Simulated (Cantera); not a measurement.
Feed: 1 mol Si, 0.003 mol H₂O, 1.1 mol H₂, held at 1173 K.

These are equilibrium values from Cantera (NASA tables, ideal gas, pure condensed phases), not measurements of a reactor. Candidate condensed phases: H₂O, Si, SiO₂; 18 gas species. Mutual solubility and eutectic melting of coexisting phases are not modelled. The tables hold silica as quartz up to 1696 K and as liquid above; real silica turns to tridymite and cristobalite and melts near 1996 K. Equilibrium is a limit: real reactors are often held back by kinetics, nucleation or transport.

x: gas mole fraction; n: condensed amount in mol.

```tsv
P (Pa)	x H₂	x SiO	x H	x SiH₄	n Si(s)	n SiO₂(β-quartz)
0.100	0.997	0.00271	0.000118	<1e-12	0.997	0
2.50	0.997	0.00271	2.35e-5	1.53e-11	0.997	0
63	1.000	0.000384	4.70e-6	3.88e-10	0.998	0.00129
1600	1.000	___	___	___	0.998	0.00149
40000	1.000	___	___	___	0.998	0.00150
1000000	1.000	2.42e-8	3.73e-8	6.16e-6	0.998	0.00150
```

Task: Complete the blanks.

Result: 
- 40000, x SiO: 6.05e-7
- 40000, x H: 1.86e-7
- 40000, x SiH₄: 2.47e-7
- 1600, x SiO: 1.51e-5
- 1600, x H: 9.32e-7
- 1600, x SiH₄: 9.86e-9
